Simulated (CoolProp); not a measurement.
Nitrous oxide along the isotherm 207.6 K: density (kg/m³) from the reference equation and from simpler models built on Tc = 309.5 K, pc = 7245 kPa, ω = 0.161; each cubic takes its own stable root.

Values from CoolProp's reference Helmholtz-energy equation of state, Lemmon 2006. It is a short technical equation, of lower accuracy than the large ones.

```tsv
p (kPa)	phase	reference	van der Waals	Redlich-Kwong	Soave-Redlich-Kwong	Peng-Robinson
3020	liquid	1166	731.7	1064	1084	1226
6040	liquid	1171	741.7	1072	1091	1233
9060	liquid	1176	750.5	1079	1098	1239
12100	liquid	1181	758.4	1086	1104	1245
15100	liquid	1186	765.4	1093	1110	1251
18100	liquid	1191	771.7	1099	1115	1256
21100	liquid	1196	777.6	1105	1121	1261
24100	liquid	1200	783.0	1111	1126	1266
27200	liquid	1204	788.1	1116	1131	1271
30200	liquid	1208	792.8	1122	1135	1276
33200	liquid	1212	797.2	1126	1140	1280
36200	liquid	1216	801.3	1131	1144	1284
```
